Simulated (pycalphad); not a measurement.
Source of the numbers: pycalphad with the COST 507 light-alloy database (1999); pressure 1 atm. These are 1990s assessments: newer ones move some temperatures and phases. Phase fractions are per mole of atoms.

**Question.** Give the equilibrium state of Sn-4.779Si (wt.%) at 502 °C.

**Answer.** 
```
T = 775.00 K, P = 101325 Pa, N = 1 mol of atoms
G = -45623 J/mol, H = 19094 J/mol, S = 83.51 J/(mol K)  (SER reference)
chemical potentials (J/mol): Sn -50964, Si -20446
phase             fraction      x(Sn)      x(Si)
LIQUID              0.8252     0.9998   0.000228
DIAMOND_A4          0.1748   4.14e-07     1.0000
```

DIAMOND_A4 is diamond (Si).
